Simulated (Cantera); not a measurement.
An isothermal, constant-pressure homogeneous reactor starts with CH₄ : H₂ : CO₂ = 0.012 : 1 : 0.0072 (molar parts), at 1823 K and 0.340 bar. Integrator tolerance rtol = 1e-08.

Cantera simulation using GRI-Mech 3.0 (53 species, 325 reactions); the numbers are that mechanism's predictions, not measurements. GRI-Mech 3.0 stops at C3 and has no aromatics, soot or wall deposition, so with more carbon than oxygen in the feed, carbon stays in small species such as C2H2 where larger ones or solid carbon would form.

Question: What does this change do: pressure from 0.340 bar to 20.0 Torr?

Answer: 
| quantity | before | after |
|---|---|---|
| x(CH₄) at 6.00 s | 0.00113 (gas-phase equilibrium 0.000711) | 0.000600 (gas-phase equilibrium 6.03e-5) |
| x(H₂) at 6.00 s | 0.981 (gas-phase equilibrium 0.983) | 0.978 (gas-phase equilibrium 0.981) |
| x(CO₂) at 6.00 s | 9.50e-6 (gas-phase equilibrium 1.38e-9) | 1.18e-5 (gas-phase equilibrium 9.94e-11) |
| x(H₂O) at 6.00 s | 0.00349 (gas-phase equilibrium 3.82e-7) | 0.00512 (gas-phase equilibrium 2.75e-8) |
| x(OH) at 6.00 s | 1.83e-7 (gas-phase equilibrium 2.00e-11) | 9.53e-7 (gas-phase equilibrium 5.16e-12) |
Radical loss at walls, strong at low pressure, is not modelled.

Question: What does this change do: pressure from 0.340 bar to 26.3 Torr?

Answer: 
```json
[
 {"quantity": "x(CH₄) at 6.00 s", "before": "0.00113 (gas-phase equilibrium 0.000711)", "after": "0.000617 (gas-phase equilibrium 7.90e-5)"},
 {"quantity": "x(H₂) at 6.00 s", "before": "0.981 (gas-phase equilibrium 0.983)", "after": "0.979 (gas-phase equilibrium 0.981)"},
 {"quantity": "x(CO₂) at 6.00 s", "before": "9.50e-6 (gas-phase equilibrium 1.38e-9)", "after": "1.16e-5 (gas-phase equilibrium 1.31e-10)"},
 {"quantity": "x(H₂O) at 6.00 s", "before": "0.00349 (gas-phase equilibrium 3.82e-7)", "after": "0.00499 (gas-phase equilibrium 3.62e-8)"},
 {"quantity": "x(OH) at 6.00 s", "before": "1.83e-7 (gas-phase equilibrium 2.00e-11)", "after": "8.13e-7 (gas-phase equilibrium 5.93e-12)"}
]
```
Radical loss at walls, strong at low pressure, is not modelled.
